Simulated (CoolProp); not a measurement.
Properties of R22 at several states.

Computed with CoolProp (reference Helmholtz-energy equation of state, Kamei 1995).

```csv
T (K),p (bar),phase,conductivity (mW/(m K)),Prandtl number
356.4,20.4,gas,16.7,[?]
432.2,267,supercritical,64.5,1.41
318.8,5.19,gas,[?],[?]
163.4,7.91,liquid,[?],7.74
```

**Question.** Fill in the missing entries.

**Answer.** 
- 356.4, Prandtl number: 0.922
- 318.8, conductivity (mW/(m K)): 13.0
- 318.8, Prandtl number: 0.826
- 163.4, conductivity (mW/(m K)): 149

Viscosity comes from a separate model (Bell 2016), an estimate that may be off by 10 % or more. Thermal conductivity comes from a separate model (McLinden 2000), an estimate that may be off by 10 % or more.
